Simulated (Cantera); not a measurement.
A freely propagating, adiabatic, planar premixed flame of CH4 : H2 : O2 : N2 = 1 : 0.34 : 3.19 : 12 (molar parts), equivalence ratio 0.68, unburnt at 425 K and 0.474 atm; mixture-averaged transport, grid criteria slope 0.08 and curve 0.16, no radiation.

Computed with Cantera and GRI-Mech 3.0 (53 species, 325 reactions). Burning velocities carry a grid error of a few per cent, more on coarse grids.

Task: What does this change do: 0.58 parts H2O added?

Result: 
```
quantity                     before      after
------------------------  ---------  ---------
laminar burning velocity  59.1 cm/s  50.3 cm/s
thermal thickness          0.861 mm   0.963 mm
peak x(C2H2)                5.07e-6    5.28e-6
peak x(HO2)                0.000141   0.000135
```
